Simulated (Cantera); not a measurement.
A perfectly stirred reactor is fed with H2 : O2 : N2 = 1.2 : 1 : 0.55 (molar parts), at 0.133 bar; it is held at 1125 K, and followed from long to short residence time.

Cantera simulation using the H2/O2 subset of GRI-Mech 3.0, which has no nitrogen chemistry; the numbers are that mechanism's predictions, not measurements. The temperature is held fixed by assumption; the heat of reaction is taken as removed at once.

Problem. What does this change do: H2 1.2 to 0.14 parts?

Solution. 
```csv
quantity,before,after
x(H2) at τ = 0.650 s,0.000977,0.000200
x(O2) at τ = 0.650 s,0.186,0.574
x(H2O2) at τ = 0.650 s,2.50e-6,4.91e-7
x(O) at τ = 0.650 s,0.000102,0.000153
x(OH) at τ = 0.650 s,0.000423,0.000234
x(H2) at τ = 20.0 ms,0.00844,0.00158
x(O2) at τ = 20.0 ms,0.188,0.573
x(H2O2) at τ = 20.0 ms,6.11e-6,1.35e-6
x(O) at τ = 20.0 ms,0.00109,0.00138
x(OH) at τ = 20.0 ms,0.00151,0.000833
```

Problem. What does this change do: pressure from 0.133 bar to 0.990 bar?

Solution. 
```tsv
quantity	before	after
x(H2) at τ = 0.650 s	0.000977	0.00610
x(O2) at τ = 0.650 s	0.186	0.188
x(H2O2) at τ = 0.650 s	2.50e-6	3.96e-5
x(O) at τ = 0.650 s	0.000102	2.11e-6
x(OH) at τ = 0.650 s	0.000423	7.10e-6
x(H2) at τ = 20.0 ms	0.00844	0.0594
x(O2) at τ = 20.0 ms	0.188	0.210
x(H2O2) at τ = 20.0 ms	6.11e-6	0.000441
x(O) at τ = 20.0 ms	0.00109	1.45e-5
x(OH) at τ = 20.0 ms	0.00151	1.98e-5
```
